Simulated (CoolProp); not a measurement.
R404A at 293.15 K and 0.696 MPa is throttled through a valve to 0.0842 MPa with no heat exchange. Each further row changes one setting.

The numbers come from the reference Helmholtz-energy equation of state, Lemmon 2003 in CoolProp. It is a pseudo-pure fit of the blend.

```
case                        temperature change (K)  final density (kg/m³)
--------------------------  ----------------------  ---------------------
as stated                                    -12.6                   3.59
outlet pressure 0.0253 MPa                   -13.9                   1.07
outlet pressure 0.109 MPa                    -12.1                   4.66
```
